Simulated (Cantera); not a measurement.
What does this Cantera script print?

```python
import numpy as np
import cantera as ct

gas_names = [...]  # 113 gases of nasa_gas.yaml made of C, H, O, Ta
cond_names = """
    C(gr) C6H6(L) C7H8(L) C8H18(L),n-octa H2O(s) H2O(L) Ta(cr) Ta(L) TaC(s) TaC(L) Ta2O5(s) Ta2O5(L)
""".split()


# ... load() reads the species with a 1 bar reference pressure and builds the phases ...
atoms = {
    'Ta(OEt)5': {'Ta': 1, 'C': 10, 'H': 25, 'O': 5},
    'H2O': {'H': 2, 'O': 1},
    'H2': {'H': 2},
}
top_T = {'C(gr)': 4500}  # K; cautious upper limits of use, not melting points


# ... equilibrate(T, P, feed) seeds the gas with the atoms and calls Mixture.equilibrate('TP', solver="vcs", rtol=1e-11, max_steps=5000) ...
results = []
feed = {'Ta(OEt)5': 1, 'H2O': 0.59, 'H2': 100}  # mol
P = 14  # Pa
for T in [1398, 1498, 1598, 1698, 1798, 1898, 1998, 2098, 2198, 2298, 2398, 2498, 2598, 2698]:
    mix = equilibrate(T, P, feed)
    results.append((T, P, feed, dict(zip(mix.species_names, mix.species_moles))))
    x = sorted(zip(gas.X, gas.species_names), reverse=True)
    print(f"T = {T:g} K  P = {P:g} Pa  gas = {mix.phase_moles(0):.4g} mol")
    print("   x: " + "  ".join(f"{s} {v:.3e}" for v, s in x if v > 1e-06))
    print("   condensed (mol): " + ("  ".join(f"{mix.phase(i).name} {mix.phase_moles(i):.4g}"
          for i in range(1, mix.n_phases) if mix.phase_moles(i) > 1e-12) or "none"))
```

Result:

```
T = 1398 K  P = 14 Pa  gas = 118.7 mol
   x: H2 9.525e-01  CO 4.709e-02  H 3.903e-04  C2H2,acetylene 2.335e-06
   condensed (mol): C(gr) 3.409  TaC(s) 1
T = 1498 K  P = 14 Pa  gas = 118.8 mol
   x: H2 9.515e-01  CO 4.707e-02  H 1.417e-03  C2H2,acetylene 8.385e-06
   condensed (mol): C(gr) 3.408  TaC(s) 1
T = 1598 K  P = 14 Pa  gas = 118.9 mol
   x: H2 9.486e-01  CO 4.700e-02  H 4.381e-03  C2H2,acetylene 2.555e-05
   condensed (mol): C(gr) 3.404  TaC(s) 1
T = 1698 K  P = 14 Pa  gas = 119.4 mol
   x: H2 9.413e-01  CO 4.682e-02  H 1.186e-02  C2H2,acetylene 6.782e-05
   condensed (mol): C(gr) 3.394  TaC(s) 1
T = 1798 K  P = 14 Pa  gas = 120.4 mol
   x: H2 9.248e-01  CO 4.643e-02  H 2.862e-02  C2H2,acetylene 1.595e-04
   condensed (mol): C(gr) 3.372  TaC(s) 1
T = 1898 K  P = 14 Pa  gas = 122.5 mol
   x: H2 8.917e-01  H 6.238e-02  CO 4.563e-02  C2H2,acetylene 3.355e-04
   condensed (mol): C(gr) 3.328  TaC(s) 1
T = 1998 K  P = 14 Pa  gas = 126.5 mol
   x: H2 8.315e-01  H 1.236e-01  CO 4.419e-02  C2H2,acetylene 6.304e-04  C2H 1.743e-06
   condensed (mol): C(gr) 3.25  TaC(s) 1
T = 2098 K  P = 14 Pa  gas = 133.6 mol
   x: H2 7.342e-01  H 2.229e-01  CO 4.185e-02  C2H2,acetylene 1.048e-03  C2H 8.176e-06  C3 1.972e-06  C 1.627e-06
   condensed (mol): C(gr) 3.126  TaC(s) 1
T = 2198 K  P = 14 Pa  gas = 145 mol
   x: H2 5.964e-01  H 3.635e-01  CO 3.854e-02  C2H2,acetylene 1.512e-03  C2H 3.173e-05  C3 1.657e-05  C 1.053e-05  C4H2 1.560e-06  C2 1.446e-06
   condensed (mol): C(gr) 2.952  TaC(s) 1
T = 2298 K  P = 14 Pa  gas = 161.7 mol
   x: H 5.318e-01  H2 4.315e-01  CO 3.457e-02  C2H2,acetylene 1.846e-03  C3 1.151e-04  C2H 1.022e-04  C 5.784e-05  C2 1.022e-05  C4H2 3.234e-06
   condensed (mol): C(gr) 2.709  TaC(s) 1
T = 2398 K  P = 14 Pa  gas = 182.1 mol
   x: H 6.943e-01  H2 2.718e-01  CO 3.070e-02  C2H2,acetylene 1.878e-03  C3 6.772e-04  C 2.754e-04  C2H 2.747e-04  C2 6.122e-05  C4H2 5.336e-06  CH 2.650e-06  C5 1.269e-06  C2H2,vinylidene 1.021e-06
   condensed (mol): C(gr) 2.177  TaC(s) 1
T = 2498 K  P = 14 Pa  gas = 202.1 mol
   x: H 8.153e-01  H2 1.498e-01  CO 2.765e-02  C3 3.442e-03  C2H2,acetylene 1.607e-03  C 1.157e-03  C2H 6.254e-04  C2 3.170e-04  C5 1.015e-05  C4H2 7.121e-06  CH 6.441e-06  C4 2.118e-06  C2H2,vinylidene 1.244e-06
   condensed (mol): C(gr) 0.03856  TaC(s) 1
T = 2598 K  P = 14 Pa  gas = 216.5 mol
   x: H 8.902e-01  H2 7.653e-02  CO 2.582e-02  C3 3.399e-03  C 2.627e-03  C2 5.277e-04  C2H 4.592e-04  C2H2,acetylene 4.504e-04  CH 8.311e-06  C5 5.579e-06  C4 1.866e-06  C4H2 1.098e-06
   condensed (mol): TaC(s) 1
T = 2698 K  P = 14 Pa  gas = 225.1 mol
   x: H 9.284e-01  H2 3.794e-02  CO 2.483e-02  C 5.152e-03  C3 2.591e-03  C2 7.116e-04  C2H 2.792e-04  C2H2,acetylene 1.079e-04  CH 9.281e-06  C5 2.083e-06  C4 1.176e-06
   condensed (mol): TaC(s) 0.9999
```

Method: chemical equilibrium by Gibbs-energy minimisation in Cantera with the NASA 1993 tables (ideal gas, pure condensed phases). The feed counts by its element totals alone. TaC: taken at fixed stoichiometry. Condensed phases not in the tables: Ta2C.
